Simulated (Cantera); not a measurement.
Input (Python, Cantera):

```python
import numpy as np
import cantera as ct

gas = ct.Solution("h2o2.yaml")
gas.TPX = 398, 230000, {'H2': 1, 'O2': 0.333, 'N2': 0.9}
flame = ct.FreeFlame(gas, width=0.022)
flame.set_refine_criteria(ratio=3, slope=0.08, curve=0.16)
flame.transport_model = "mixture-averaged"
flame.solve(loglevel=0, auto=True)
z, T = flame.grid, flame.T
thick = (T[-1] - T[0]) / np.gradient(T, z).max()
show = ['H2', 'O2', 'H2O', 'O', 'HO2', 'OH']
print(f"laminar burning velocity  {flame.velocity[0] * 100:.3f} cm/s")
print(f"burnt temperature         {T[-1]:.1f} K")
print(f"thermal thickness         {thick * 1e3:.4f} mm")
print(f"grid points               {len(z)}")
z0 = z[flame.heat_release_rate.argmax()]
print(f"{'z/mm':>9s}{'T/K':>9s}{'u/(m/s)':>9s}" + "".join(f"{s:>11s}" for s in show))
rows = []
for k in (-3, -2, -1.5, -1, -0.5, -0.25, 0, 0.25, 0.5, 1, 2, 4, 8):
    zz = z0 + k * thick
    rows.append([k * thick, np.interp(zz, z, T), np.interp(zz, z, flame.velocity),
                 *(np.interp(zz, z, flame.X[gas.species_index(s)]) for s in show)])
    print(f"{rows[-1][0] * 1e3:9.3f}{rows[-1][1]:9.1f}{rows[-1][2]:9.3f}" + "".join(f"{x:11.3e}" for x in rows[-1][3:]))
```

Result:

```
laminar burning velocity  639.831 cm/s
burnt temperature         2564.3 K
thermal thickness         0.1210 mm
grid points               112
     z/mm      T/K  u/(m/s)         H2         O2        H2O          O        HO2         OH
   -0.363    398.0    6.398  4.478e-01  1.491e-01  2.938e-13  2.363e-14  5.915e-14  1.475e-16
   -0.242    398.0    6.398  4.478e-01  1.491e-01  6.983e-11  3.733e-12  1.690e-11  2.394e-14
   -0.181    398.0    6.398  4.478e-01  1.491e-01  2.269e-09  8.425e-11  6.665e-10  9.413e-13
   -0.121    398.1    6.399  4.477e-01  1.491e-01  1.865e-07  4.171e-09  7.145e-08  4.371e-10
   -0.060    418.6    6.678  4.428e-01  1.502e-01  3.494e-04  2.800e-06  1.726e-04  1.856e-05
   -0.030    742.8   11.408  4.014e-01  1.449e-01  2.411e-02  2.961e-04  6.191e-04  1.572e-03
    0.000   1261.6   18.672  2.993e-01  1.071e-01  1.131e-01  3.705e-03  2.246e-04  3.396e-03
    0.030   1614.7   23.613  1.971e-01  4.544e-02  2.273e-01  7.143e-03  8.608e-05  8.519e-03
    0.060   1789.9   26.002  1.562e-01  1.659e-02  2.807e-01  6.715e-03  2.991e-05  1.187e-02
    0.121   1955.2   28.132  1.472e-01  5.673e-03  3.033e-01  5.415e-03  9.717e-06  1.412e-02
    0.242   2114.5   30.086  1.526e-01  3.475e-03  3.126e-01  3.887e-03  5.562e-06  1.438e-02
    0.484   2265.4   31.866  1.582e-01  2.090e-03  3.220e-01  2.375e-03  3.206e-06  1.303e-02
    0.968   2389.6   33.282  1.624e-01  1.095e-03  3.310e-01  1.249e-03  1.669e-06  1.055e-02
```

Detailed kinetics in Cantera: the H2/O2 subset of GRI-Mech 3.0, which has no nitrogen chemistry. The hydrogen kinetics of GRI-Mech 3.0 are dated; newer H2 mechanisms differ, most at raised pressure. Burning velocities carry a grid error of a few per cent, more on coarse grids.
